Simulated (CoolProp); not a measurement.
Vapour-liquid equilibrium of hydrogen chloride (1) + propane (2) at 216.5 K; x and y are mole fractions of (1).

Model: multi-fluid Helmholtz-energy mixture model, Thol 2018 and Lemmon 2009; pair parameters Bell 2016, in CoolProp.

```
x     bubble pressure, mixture model (MPa)  bubble pressure, Raoult's law (MPa)  y, mixture model  y, Raoult's law
----  ------------------------------------  -----------------------------------  ----------------  ---------------
0.05                                0.1028                              0.06840             0.519            0.294
0.2                                 0.2206                               0.1211             0.797            0.664
0.35                                0.2882                               0.1739             0.859            0.810
0.5                                 0.3244                               0.2266             0.885            0.888
0.65                                0.3471                               0.2794             0.903            0.936
0.8                                 0.3686                               0.3321             0.927            0.969
0.95                                0.3938                               0.3848             0.973            0.993
```

The largest gap from Raoult's law is +82.2 % in bubble pressure, at x = 0.2. No azeotrope shows between x = 0.05 and 0.95.

The pair parameters rest on a limited set of measurements; away from them the model extrapolates. With so large a gap from Raoult's law the liquid may split in two, which this calculation doesn't test in full.
